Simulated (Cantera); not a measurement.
Equilibrium for silicon epitaxy and polysilicon growth: Si₂H₆ + HCl + N₂ + Cl₂

Charge: 1 mol Si₂H₆, 0.078 mol HCl, a varied amount of N₂, 0.11 mol Cl₂, at 900 °C and 0.180 bar.

Equilibrium computed with Cantera from the NASA thermochemical tables; the gas is ideal and each condensed phase is pure. Candidate condensed phases: NH₄Cl, Si, Si₃N₄; 28 gas species. The feed counts by its element totals alone. N₂ is the only nitrogen source here; it is nearly inert below about 1500 K, so the nitride shown seldom forms there in practice. The numbers say what is thermodynamically allowed, not how fast it happens.

From 5.6 mol N₂ to 170 mol N₂ the condensed part is Si₃N₄(s).

```json
[
 {"n(N₂) (mol)": "5.6", "x N₂": "0.572", "x H₂": "0.388", "x HCl": "0.0400", "x NH₃": "7.14e-6", "x SiCl₄": "2.34e-6", "x SiHCl₃": "5.29e-7", "n Si₃N₄(s)": "0.667"},
 {"n(N₂) (mol)": "9.9", "x N₂": "0.729", "x H₂": "0.246", "x HCl": "0.0253", "x NH₃": "4.07e-6", "x SiCl₄": "8.01e-7", "x SiHCl₃": "1.81e-7", "n Si₃N₄(s)": "0.667"},
 {"n(N₂) (mol)": "18", "x N₂": "0.839", "x H₂": "0.146", "x HCl": "0.0150", "x NH₃": "1.99e-6", "x SiCl₄": "2.56e-7", "x SiHCl₃": "5.79e-8", "n Si₃N₄(s)": "0.667"},
 {"n(N₂) (mol)": "31", "x N₂": "0.903", "x H₂": "0.0880", "x HCl": "0.00907", "x NH₃": "9.70e-7", "x SiCl₄": "8.90e-8", "x SiHCl₃": "2.01e-8", "n Si₃N₄(s)": "0.667"},
 {"n(N₂) (mol)": "55", "x N₂": "0.944", "x H₂": "0.0508", "x HCl": "0.00524", "x NH₃": "4.35e-7", "x SiCl₄": "2.88e-8", "x SiHCl₃": "6.53e-9", "n Si₃N₄(s)": "0.667"},
 {"n(N₂) (mol)": "97", "x N₂": "0.968", "x H₂": "0.0292", "x HCl": "0.00301", "x NH₃": "1.92e-7", "x SiCl₄": "9.39e-9", "x SiHCl₃": "2.12e-9", "n Si₃N₄(s)": "0.667"},
 {"n(N₂) (mol)": "170", "x N₂": "0.981", "x H₂": "0.0168", "x HCl": "0.00173", "x NH₃": "8.45e-8", "x SiCl₄": "3.08e-9", "x SiHCl₃": "6.96e-10", "n Si₃N₄(s)": "0.667"}
]
```
x: gas mole fraction; n: condensed amount in mol.
